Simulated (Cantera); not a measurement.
A closed system holds: 1 mol CO₂, 0.39 mol SO₂, 0.42 mol H₂, at 1.33 mbar.

Method: chemical equilibrium by Gibbs-energy minimisation in Cantera with the NASA 1993 tables (ideal gas, pure condensed phases). Candidate condensed phases: C, C₆H₆, C₇H₈, C₈H₁₈, H₂O, H₂SO₄, S; 146 gas species. Ions and electrons are included (thermal ionisation). Rates play no part. All values below are at 2727 °C.

Base state: O 0.397, CO 0.261, H 0.210, S 0.0742, SO 0.0266, O₂ 0.0164, OH 0.00725, CO₂ 0.00367 (mole fractions); condensed: gas only.

### Question
What changes in the equilibrium state with this change: CO₂ replaced by NH₃?

### Answer
| species | before | after |
|---|---|---|
| H | 0.210 | 0.670 |
| O | 0.397 | 0.127 |
| N₂ | 0 | 0.0939 |
| CO | 0.261 | 0 |
| H₂ | 0.00235 | 0.0240 |
| O₂ | 0.0164 | 0.00167 |
| SO | 0.0266 | 0.00750 |
| S | 0.0742 | 0.0656 |
| CO₂ | 0.00367 | 0 |
| NO | 0 | 0.00147 |
| N | 0 | 0.000117 |
| SO₂ | 0.00199 | 0.000179 |
